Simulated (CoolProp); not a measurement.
Saturation properties of diethyl ether (Tc = 194.7 °C, pc = 37.17 bar, ω = 0.282).

Model: reference Helmholtz-energy equation of state, Thol 2014, in CoolProp.

```json
[
 {"T (°C)": "20.55", "p (bar)": "0.6013", "liquid density (kg/m³)": "712.9", "vapour density (kg/m³)": "1.887", "liquid cp (kJ/(kg K))": "2.319", "surface tension (mN/m)": "17.0"},
 {"T (°C)": "39.45", "p (bar)": "1.206", "liquid density (kg/m³)": "690.8", "vapour density (kg/m³)": "3.628", "liquid cp (kJ/(kg K))": "2.386", "surface tension (mN/m)": "14.8"},
 {"T (°C)": "58.25", "p (bar)": "2.200", "liquid density (kg/m³)": "667.4", "vapour density (kg/m³)": "6.412", "liquid cp (kJ/(kg K))": "2.460", "surface tension (mN/m)": "12.6"},
 {"T (°C)": "77.15", "p (bar)": "3.736", "liquid density (kg/m³)": "642.4", "vapour density (kg/m³)": "10.68", "liquid cp (kJ/(kg K))": "2.545", "surface tension (mN/m)": "10.5"},
 {"T (°C)": "96.05", "p (bar)": "5.971", "liquid density (kg/m³)": "615.3", "vapour density (kg/m³)": "16.96", "liquid cp (kJ/(kg K))": "2.642", "surface tension (mN/m)": "8.40"},
 {"T (°C)": "114.95", "p (bar)": "9.079", "liquid density (kg/m³)": "585.4", "vapour density (kg/m³)": "26.06", "liquid cp (kJ/(kg K))": "2.761", "surface tension (mN/m)": "6.41"},
 {"T (°C)": "133.75", "p (bar)": "13.23", "liquid density (kg/m³)": "551.8", "vapour density (kg/m³)": "39.20", "liquid cp (kJ/(kg K))": "2.920", "surface tension (mN/m)": "4.53"},
 {"T (°C)": "152.65", "p (bar)": "18.68", "liquid density (kg/m³)": "511.8", "vapour density (kg/m³)": "59.06", "liquid cp (kJ/(kg K))": "3.175", "surface tension (mN/m)": "2.78"},
 {"T (°C)": "171.55", "p (bar)": "25.71", "liquid density (kg/m³)": "459.6", "vapour density (kg/m³)": "92.09", "liquid cp (kJ/(kg K))": "3.777", "surface tension (mN/m)": "1.24"}
]
```

It boils at 34.5 °C under 1 atm.

Surface tension comes from a separate correlation (Mulero 2014).
